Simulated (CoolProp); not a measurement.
Vapour-liquid equilibrium of R22 (1) + R142b (2) at -67.25 °C; x and y are mole fractions of (1).

Model: multi-fluid Helmholtz-energy mixture model, Kamei 1995 and Lemmon 2006; pair parameters Bell 2016, in CoolProp.

Q: Give the bubble pressure and the first vapour's composition at x = 0.2, 0.8, 0.95. Is there an azeotrope?

A: x = 0.2: 0.008057 MPa, y = 0.569; x = 0.8: 0.01998 MPa, y = 0.960; x = 0.95: 0.02328 MPa, y = 0.992. No azeotrope shows between x = 0.05 and 0.95.

Pair parameters are fitted to limited data, so mixtures are less certain than the pure fluids.
